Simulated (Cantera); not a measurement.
A perfectly stirred reactor is fed with 4.48 % H2, 95.3 % O2, 0.257 % H2O, equivalence ratio 0.024, at 140 Pa; it is held at 1375 K, and followed from long to short residence time.

Detailed kinetics in Cantera: the H2/O2 subset of GRI-Mech 3.0, which has no nitrogen chemistry. Radical loss at walls, strong at low pressure, is not modelled. The temperature is held fixed by assumption; the heat of reaction is taken as removed at once.

Predict: x(H2) at τ = 5.30 s; x(O2) at τ = 5.30 s; x(OH) at τ = 5.30 s; x(HO2) at τ = 5.30 s; x(O) at τ = 5.30 s; x(H2) at τ = 59.0 ms; x(O2) at τ = 59.0 ms; x(OH) at τ = 59.0 ms; x(HO2) at τ = 59.0 ms; x(O) at τ = 59.0 ms.


```json
{
 "x(H2) at τ = 5.30 s": "0.000493",
 "x(O2) at τ = 5.30 s": "0.928",
 "x(OH) at τ = 5.30 s": "0.00423",
 "x(HO2) at τ = 5.30 s": "1.75e-7",
 "x(O) at τ = 5.30 s": "0.0208",
 "x(H2) at τ = 59.0 ms": "0.00191",
 "x(O2) at τ = 59.0 ms": "0.916",
 "x(OH) at τ = 59.0 ms": "0.00587",
 "x(HO2) at τ = 59.0 ms": "2.13e-7",
 "x(O) at τ = 59.0 ms": "0.0313"
}
```
